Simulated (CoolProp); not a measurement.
Saturated liquid density (kg/m³) of dimethyl carbonate: the reference equation beside estimates from Tc = 557.0 K, pc = 4.909 MPa, ω = 0.346. Rackett uses Z = 0.29056 − 0.08775 ω.

The numbers come from the reference Helmholtz-energy equation of state, Zhou 2011 in CoolProp.

| T (K) | reference | Rackett | van der Waals | Redlich-Kwong | Soave-Redlich-Kwong | Peng-Robinson |
|---|---|---|---|---|---|---|
| 429.9 | 871.8 | 887.0 | 508.2 | 724.4 | 771.3 | 874.8 |
| 435.9 | 861.7 | 876.3 | 502.2 | 713.5 | 760.5 | 862.7 |
| 441.8 | 851.5 | 865.6 | 496.1 | 702.6 | 749.5 | 850.4 |
| 447.7 | 841.2 | 854.6 | 489.8 | 691.3 | 738.1 | 837.7 |
| 453.6 | 830.6 | 843.3 | 483.4 | 679.7 | 726.3 | 824.3 |
| 459.6 | 819.5 | 831.5 | 476.6 | 667.5 | 713.8 | 810.2 |
| 465.5 | 808.4 | 819.6 | 469.7 | 655.1 | 701.0 | 795.7 |
| 471.4 | 796.9 | 807.2 | 462.6 | 642.3 | 687.6 | 780.5 |
| 477.3 | 785.0 | 794.5 | 455.3 | 629.0 | 673.7 | 764.6 |
| 483.3 | 772.5 | 781.0 | 447.5 | 615.0 | 658.8 | 747.7 |
| 489.2 | 759.6 | 767.2 | 439.5 | 600.7 | 643.5 | 730.1 |
| 495.1 | 746.2 | 752.8 | 431.2 | 585.7 | 627.4 | 711.5 |
| 501 | 732.1 | 737.7 | 422.4 | 570.1 | 610.4 | 691.8 |
| 507 | 716.9 | 721.5 | 413.0 | 553.4 | 592.1 | 670.5 |
| 512.9 | 700.8 | 704.5 | 403.2 | 535.9 | 572.8 | 648.0 |

Absolute difference from the reference over all 15 rows, mean and median: Rackett 1.2 and 1.3 %, van der Waals 42.0 and 42.0 %, Redlich-Kwong 19.7 and 19.4 %, Soave-Redlich-Kwong 14.2 and 13.7 %, Peng-Robinson 2.7 and 2.1 %.
